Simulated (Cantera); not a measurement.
Standard-state values (1 bar) from the NASA 1993 polynomials, evaluated with Cantera. Values are per mole of reaction as written; species without (g) are pure solids or liquids, kept so even where they would boil at 1 bar.

7 O3(g) + 3 Cr2N ⇌ 3 NO(g) + 6 CrO3(g)

```tsv
T (K)	ΔH° (kJ)	ΔS° (J/K)	ΔG° (kJ)	log10 K
300	-2099.6	361.3	-2207.9	384.43
873	[?]	[?]	[?]	[?]
973	-2143.4	288.6	-2424.2	130.14
1073	-2152.3	280.0	-2452.7	119.40
1173	-2161.3	271.9	-2480.3	110.45
1273	-2171.0	264.0	-2507.1	102.87
1373	-2181.7	255.9	-2533.1	96.37
1473	-2193.6	247.6	-2558.2	90.72
1573	-2207.0	238.8	-2582.6	85.76
1673	-2222.1	229.4	-2606.0	81.36
1773	[?]	[?]	[?]	[?]
```

Q: Fill in the missing entries.

A: 
- 873, ΔH° (kJ): -2135.2
- 873, ΔS° (J/K): 297.5
- 873, ΔG° (kJ): -2394.9
- 873, log10 K: 143.29
- 1773, ΔH° (kJ): -2239.2
- 1773, ΔS° (J/K): 219.5
- 1773, ΔG° (kJ): -2628.4
- 1773, log10 K: 77.43
